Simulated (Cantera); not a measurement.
Gas mixture: 26.3 % C3H8, 17.3 % N2, 29.5 % C2H4, 26.9 % CH3OH, at 615 Torr, frozen composition.

Cantera's kinetic-theory transport with the Lennard-Jones parameters of GRI-Mech 3.0, ideal gas; thermal conductivity in the mixture-averaged form. Polar gases are described roughly by these parameters. The composition is frozen, though it would react at the higher temperatures.

D: mixture-averaged diffusion coefficient of that species in the mixture.

```csv
T (K),ρ (kg/m³),cp (J/kg/K),μ (µPa s),λ (mW/m/K),Pr,D (cm²/s) CH3,D (cm²/s) H2,D (cm²/s) C2H2
400,0.822,1775,13.5,31.2,0.766,0.339,1.21,0.248
600,0.548,2342,19.3,57.0,0.791,0.706,2.43,0.523
800,0.411,2771,24.3,83.7,0.805,1.17,3.95,0.873
1000,0.329,3103,?,?,0.817,?,?,?
1200,0.274,3342,33.0,135,0.820,2.34,7.77,1.76
1400,0.235,3535,36.9,158,0.823,3.04,10.0,2.29
1600,0.205,3689,40.5,181,0.826,3.80,12.5,2.87
1800,0.183,3811,?,?,0.827,?,?,?
```

### Question
Fill in the missing entries.

### Answer

- 1000, μ (µPa s): 28.9
- 1000, λ (mW/m/K): 110
- 1000, D (cm²/s) CH3: 1.72
- 1000, D (cm²/s) H2: 5.74
- 1000, D (cm²/s) C2H2: 1.29
- 1800, μ (µPa s): 43.9
- 1800, λ (mW/m/K): 202
- 1800, D (cm²/s) CH3: 4.63
- 1800, D (cm²/s) H2: 15.2
- 1800, D (cm²/s) C2H2: 3.50
